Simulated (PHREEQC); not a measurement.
A solution holds 0.047 mol/kgw HF, 0.29 mol/kgw CsF and 0.07 mol/kgw HCl, at 70 °C. Closed to the air; pH follows from the charge balance.

Equilibrium calculation in PHREEQC: ion-association model, wateq4f.dat.

No solid was allowed to form.

Question: Order these F species by the share of F that they hold, largest first: H2F2, F-, HF, HF2-.

Answer: F- (50 %), HF2- (30 %), HF (19 %), H2F2 (1.1 %)

The pH is 3.78 and the ionic strength 0.290 mol/kgw. Away from 25 °C the constants follow the database's enthalpies or fits; those with neither stay at their 25 °C values.
